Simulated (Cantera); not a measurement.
**Silicon nitride deposition: Si₂Cl₆ + N₂ + H₂ + NH₃**

A closed system holds: 1 mol Si₂Cl₆, a varied amount of N₂, 0.28 mol H₂, 1.5 mol NH₃, held at 923 K and 0.645 Torr.

Cantera equilibrium calculation (NASA polynomials, part measured and part estimated; ideal gas, pure solids and liquids). Candidate condensed phases: NH₄Cl, Si, Si₃N₄; 28 gas species. The feed counts by its element totals alone. The tables' values for SiCl₃ are old estimates; treat these amounts as uncertain. The numbers say what is thermodynamically allowed, not how fast it happens.

From 8.1 mol N₂ to 67 mol N₂ the condensed part is Si₃N₄(s). The main Si-bearing gas is SiCl₄ throughout. The share of Si in condensed phases is highest at 67 mol N₂ (74.7 %) and lowest at 8.1 mol N₂ (66.3 %).

```tsv
n(N₂) (mol)	log p N₂	log p HCl	log p H₂	log p SiCl₄	log p SiHCl₃	log p SiCl₃	n Si₃N₄(s)
8.1	-3.27	-3.65	-4.23	-4.35	-7.37	-7.48	0.442
11	-3.23	-3.73	-4.35	-4.45	-7.52	-7.57	0.451
15	-3.19	-3.82	-4.47	-4.57	-7.67	-7.66	0.459
20	-3.16	-3.90	-4.60	-4.68	-7.82	-7.75	0.467
27	-3.14	-4.00	-4.74	-4.81	-7.99	-7.85	0.475
37	-3.12	-4.11	-4.89	-4.95	-8.18	-7.96	0.483
50	-3.11	-4.21	-5.04	-5.08	-8.36	-8.06	0.491
67	-3.10	-4.32	-5.19	-5.22	-8.53	-8.17	0.498
```
log p: log10 of the partial pressure in bar; n: condensed amount in mol.
